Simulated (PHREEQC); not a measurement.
Dissolve 0.14 mol/kgw LiOH at 20 °C. Closed to the air; pH follows from the charge balance.

Equilibrium calculation in PHREEQC: Pitzer model, pitzer.dat.

Precipitation was switched off in this run.

Task: Predict the pH.

Result: pH 13.16.

Species that the database lacks are ignored.
